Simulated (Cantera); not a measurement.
Feed: 1 mol KCl, 0.19 mol H₂, at 0.250 Pa.

These are equilibrium values from Cantera (NASA tables, ideal gas, pure condensed phases), not measurements of a reactor. Candidate condensed phases: K, KCl; 10 gas species. Kinetics and transport are ignored. All values below are at 723 K.

Base state: H₂ 0.997, KCl 0.00305, K₂Cl₂ 0.000350 (mole fractions); condensed: KCl(s).

Q: What changes in the equilibrium state with this change: KCl replaced by CaCl₂?

A: 
```tsv
species	before	after
H₂	0.997	1.00
KCl	0.00305	0
K₂Cl₂	0.000350	0
KCl(s), mol	0.999	0
CaCl₂(s), mol	0	1.00
```
Further candidate phases: Ca, CaCl₂.
